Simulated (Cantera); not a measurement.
# Low-pressure radical oxidation in H2/O2

An isothermal, constant-pressure homogeneous reactor starts with H₂ : O₂ : N₂ = 0.024 : 1 : 0.1 (molar parts), equivalence ratio 0.012, at 1200 K and 0.0132 atm.

Model: GRI-Mech 3.0 (53 species, 325 reactions), integrated in Cantera. Radical loss at walls, strong at low pressure, is not modelled.

```tsv
t (s)	x H₂	x O₂	x H₂O₂	x H	x OH	x NO	x HO₂
2.00e-5	0.0214	0.890	<1e-12	2.87e-10	6.32e-11	<1e-12	3.49e-10
5.39e-5	0.0214	0.890	<1e-12	6.03e-10	3.62e-10	<1e-12	9.42e-10
0.000146	0.0214	0.890	<1e-12	1.19e-9	1.70e-9	<1e-12	2.54e-9
0.000392	0.0214	0.890	2.31e-12	3.58e-9	8.41e-9	<1e-12	6.88e-9
0.00106	0.0214	0.890	1.67e-11	4.24e-8	1.17e-7	<1e-12	1.90e-8
0.00286	0.0212	0.890	3.64e-10	2.53e-5	6.97e-5	<1e-12	3.75e-7
0.00770	0.000275	0.872	4.66e-8	0.00205	0.00176	2.47e-9	1.83e-6
0.0208	0.000169	0.874	3.77e-8	0.00150	0.00148	9.69e-9	1.63e-6
0.0560	0.000119	0.878	3.73e-8	0.000873	0.00124	2.04e-8	1.43e-6
0.151	5.59e-5	0.884	3.40e-8	0.000273	0.000854	2.83e-8	1.03e-6
0.408	1.55e-5	0.887	2.49e-8	3.95e-5	0.000451	3.09e-8	5.31e-7
1.10	3.01e-6	0.888	1.29e-8	3.40e-6	0.000200	3.15e-8	1.87e-7
2.97	5.48e-7	0.888	4.82e-9	2.67e-7	8.57e-5	3.18e-8	5.15e-8
8.00	1.13e-7	0.888	1.53e-9	2.52e-8	3.91e-5	3.20e-8	1.40e-8
```
x: mole fraction; the columns are a selection and need not sum to one.

Equilibrium at this temperature and pressure: H₂ 2.54e-9, O₂ 0.888, H₂O₂ 5.63e-11, H 8.67e-11, OH 5.89e-6, NO 0.000137, HO₂ 6.24e-9 (gas phase only).
